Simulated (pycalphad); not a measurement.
Source of the numbers: pycalphad with the COST 507 light-alloy database (1999); pressure 1 atm. The database dates from 1999; later assessments differ in places, in temperatures and in the compounds included. Phase fractions are per mole of atoms.

Problem. Give the equilibrium state of Si-4.198Cu (wt.%) at 875 K.

Solution. 
```
T = 875.00 K, P = 101325 Pa, N = 1 mol of atoms
G = -25041 J/mol, H = 13778 J/mol, S = 44.37 J/(mol K)  (SER reference)
chemical potentials (J/mol): Si -24679, Cu -43729
phase             fraction      x(Si)      x(Cu)
DIAMOND_A4          0.9750     1.0000       none
CU19SI6_ETA         0.0250     0.2400     0.7600
```

Problem. Give the equilibrium state of Si-4.198Cu (wt.%) at 1400 K.

Solution. 
```
T = 1400.00 K, P = 101325 Pa, N = 1 mol of atoms
G = -52009 J/mol, H = 29054 J/mol, S = 57.90 J/(mol K)  (SER reference)
chemical potentials (J/mol): Si -51222, Cu -92640
phase             fraction      x(Si)      x(Cu)
DIAMOND_A4          0.9556     1.0000       none
LIQUID              0.0444     0.5725     0.4275
```

Database names, with the compositions (at.%) that they take in these runs: CU19SI6_ETA: Cu 76 Si 24. DIAMOND_A4 is diamond (Si). An entry "none" or "no" means that the model of the phase leaves that element out.
